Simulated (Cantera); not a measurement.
Charge: 1 mol Fe(CO)5, 0.65 mol H2, at 1050 K and 0.100 bar.

These are equilibrium values from Cantera (NASA tables, ideal gas, pure condensed phases), not measurements of a reactor. Candidate condensed phases: C, C6H6, C7H8, C8H18, Fe, Fe(CO)5, FeO, Fe(OH)2, Fe(OH)3, Fe2O3, Fe3O4, H2O; 114 gas species. Condensed phases not in the tables: cementite and carbon dissolved in iron. Kinetics and transport are ignored.

Base state: CO 0.867, H2 0.115, CO2 0.0161, H2O 0.00181, CH4 7.59e-5 (mole fractions); condensed: C(graphite) + Fe(α).

**Question.** What changes in the equilibrium state with this change: Fe(CO)5 replaced by Pb?

**Answer.** 
```csv
species,before,after
H2,0.115,1.000
Pb,0,0.000465
CO,0.867,0
CO2,0.0161,0
H2O,0.00181,0
CH4,7.59e-5,0
"C(graphite), mol",0.0988,0
"Fe(α), mol",1.00,0
"Pb(l), mol",0,1.000
```
Further candidate phases: Pb.
